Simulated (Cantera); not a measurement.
Predominance diagram of Ba at 927 °C against the partial pressures of O2 and H2O (log10, bar). Source: NASA polynomial tables (part measured, part estimated), evaluated in Cantera. Candidates: Ba(l), BaO(s), Ba(OH)2(l). Only these pure phases compete in this equilibrium. Not in the tables: the peroxide.

**Question.** Which phase is stable at these pairs, and which metal-bearing vapour leads over it? (-11.6, -1); (-13, -15); (-1.4, -15); (-9.4, -3); (-7.9, -3); (-11.6, -3); (-8.7, 1)

**Answer.** 
| log p(O2) | log p(H2O) | phase | chief vapour | log p (bar) |
|---|---|---|---|---|
| -11.6 | -1 | BaO(s) | Ba(OH)2 | -5.4 |
| -13 | -15 | BaO(s) | Ba | -15.2 |
| -1.4 | -15 | BaO(s) | Ba(OH)2 | -19.4 |
| -9.4 | -3 | BaO(s) | Ba(OH)2 | -7.4 |
| -7.9 | -3 | BaO(s) | Ba(OH)2 | -7.4 |
| -11.6 | -3 | BaO(s) | Ba(OH)2 | -7.4 |
| -8.7 | 1 | Ba(OH)2(l) | Ba(OH)2 | -4.8 |
